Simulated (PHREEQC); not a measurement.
A solution holds 0.0032 mol/kgw KH2PO4, at 15 °C. Closed to the air; pH follows from the charge balance.

Equilibrium calculation in PHREEQC: ion-association model, phreeqc.dat.

Task: The ionic strength comes out as 0.00323 mol/kgw. What activity coefficients do H2PO4-, HPO4-2, K+, H+ get?

Result: H2PO4- 0.94, HPO4-2 0.79, K+ 0.94, H+ 0.95.

This is a speciation only: nothing precipitates in the calculation.
